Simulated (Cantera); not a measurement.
## Iron carbonyl, mercury and lead vapours: Pb + CO + N2

Feed: 1 mol Pb, a varied amount of CO, 62 mol N2, at 575 °C and 34.0 Pa.

Method: chemical equilibrium by Gibbs-energy minimisation in Cantera with the NASA 1993 tables (ideal gas, pure condensed phases). Candidate condensed phases: C, Pb, PbO, PbO2, Pb3O4; 27 gas species. The numbers say what is thermodynamically allowed, not how fast it happens.

```tsv
n(CO) (mol)	x N2	x CO	x Pb	x CO2	n Pb(l)	n C(graphite)
0.44	0.992	0.00704	0.000884	3.83e-7	0.945	0
0.61	0.989	0.00973	0.000884	7.32e-7	0.945	0
0.83	0.986	0.0132	0.000884	1.34e-6	0.944	8.46e-5
1.1	0.982	0.0174	0.000884	2.34e-6	0.944	0.000148
1.6	0.974	0.0251	0.000884	4.88e-6	0.944	0.000310
2.2	0.965	0.0342	0.000884	9.04e-6	0.943	0.000581
3	0.953	0.0461	0.000884	1.64e-5	0.942	0.00107
4.1	0.937	0.0619	0.000884	2.96e-5	0.942	0.00196
```
x: gas mole fraction; n: condensed amount in mol.

From 0.44 mol CO to 0.61 mol CO the condensed part is Pb(l). From 0.83 mol CO to 4.1 mol CO the condensed part is C(graphite) + Pb(l). The main Pb-bearing gas is Pb throughout.
